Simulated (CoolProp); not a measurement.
Computed with CoolProp (reference Helmholtz-energy equation of state, Thol 2018).

**Question.** For hydrogen chloride, give the phase and the density (kg/m³), cv (kJ/(kg K)) at 100.15 °C and 45.3 MPa; 100.15 °C and 60.5 MPa.

**Answer.** 
- 100.15 °C and 45.3 MPa: supercritical; density 800, cv 0.804
- 100.15 °C and 60.5 MPa: supercritical; density 862, cv 0.810
